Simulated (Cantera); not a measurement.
Feed: 1 mol NH₃, 0.45 mol H₂O, 4.2 mol N₂, held at 2325 K and 67000 Pa.

Cantera equilibrium calculation (NASA polynomials, part measured and part estimated; ideal gas, pure solids and liquids). Candidate condensed phases: H₂O; 24 gas species. Equilibrium is a limit: real reactors are often held back by kinetics, nucleation or transport.

What is the equilibrium state?


```json
{
  "x(N₂)": "0.704",
  "x(H₂)": "0.222",
  "x(H₂O)": "0.0671",
  "x(H)": "0.00633",
  "x(OH)": "0.000319",
  "x(NO)": "3.01e-5",
  "x(O)": "6.19e-6",
  "gas_amount": "6.672 mol"
}
```
